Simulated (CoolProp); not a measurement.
A Linde-Hampson liquefier for oxygen: isothermal reversible compression at 230 K from 1 atm to 15 MPa, throttling to 1 atm, return gas leaving the recuperator 2 K below the feed. Each further row changes one setting.

Values from CoolProp's reference Helmholtz-energy equation of state, Schmidt 1985.

| case | liquid yield per pass | compression work (kJ/kg of gas) |
|---|---|---|
| as stated | 0.177 | 283 |
| high pressure 30 MPa | 0.270 | 316 |
| warm-end temperature 260 K | 0.121 | 327 |
| warm-end gap 7 K | 0.166 | 283 |
